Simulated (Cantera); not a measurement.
Input: 1 mol CuO, 9.7 mol F₂, held at 0.230 bar.

These are equilibrium values from Cantera (NASA tables, ideal gas, pure condensed phases), not measurements of a reactor. Candidate condensed phases: Cu, CuF₂, CuO, Cu₂O; 13 gas species. Equilibrium is a limit: real reactors are often held back by kinetics, nucleation or transport. All values below are at 802 °C.

Base state: F₂ 0.630, F 0.324, O₂ 0.0455, CuF₂ 0.000431, FO₂ 1.51e-5 (mole fractions); condensed: CuF₂(s).

**Question.** What changes in the equilibrium state with this change: 0.58 mol H₂O added?

**Answer.** 
```
species         before     after
------------  --------  --------
F₂               0.630     0.536
F                0.324     0.299
HF                   0    0.0979
O₂              0.0455    0.0667
CuF₂          0.000431  0.000431
FO₂            1.51e-5   2.04e-5
CuF₂(s), mol     0.995     0.995
```
Further candidate phases: Cu(OH)₂, H₂O.
